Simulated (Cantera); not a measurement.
A closed system holds: 1 mol CHF3, 1.3 mol HCl, 0.55 mol H2, at 61.0 mbar.

Cantera equilibrium calculation (NASA polynomials, part measured and part estimated; ideal gas, pure solids and liquids). Candidate condensed phases: C, C6H6, C7H8, C8H18; 118 gas species. Gases not in the tables: C2F6 and larger saturated fluorocarbons. Kinetics and transport are ignored.

**Question.** What share of the C ends up in condensed phases as a function of T (°C), at 1302, 1402, 1502, 1602, 1702, 1802, 1902, 2002, 2102?

**Answer.** 
| T (°C) | C condensed (%) | as |
|---|---|---|
| 1302 | 93.5 | C(graphite) |
| 1402 | 96.3 | C(graphite) |
| 1502 | 98.4 | C(graphite) |
| 1602 | 99.5 | C(graphite) |
| 1702 | 99.8 | C(graphite) |
| 1802 | 99.9 | C(graphite) |
| 1902 | 99.9 | C(graphite) |
| 2002 | 99.9 | C(graphite) |
| 2102 | 99.9 | C(graphite) |
